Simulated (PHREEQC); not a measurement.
Solution (25 °C): 0.022 mol/kgw HF, 0.00037 mol/kgw NH4HF2 and 0.15 mol/kgw H3PO4. Closed to the air; pH follows from the charge balance.

The numbers come from PHREEQC with the ion-association model, phreeqc.dat.

```csv
quantity,before,after
pH,1.54,7.43
ionic strength (mol/kgw),0.0335,0.400
H3PO4 (mol/kgw),0.117,7.83e-8
H2PO4- (mol/kgw),0.0328,0.0224
HF (mol/kgw),0.0220,7.48e-7
F- (mol/kgw),0.000614,0.0227
```

**Question.** What was changed between the two runs?
A) H3PO4 replaced by K2HPO4 at the same molality
B) H3PO4 from 0.15 to 0.135 mol/kgw
C) diluted 100-fold with water
D) NH4HF2 replaced by (CH3)4NF at the same molality

**Answer.** A, H3PO4 replaced by K2HPO4 at the same molality

No solid was allowed to form.
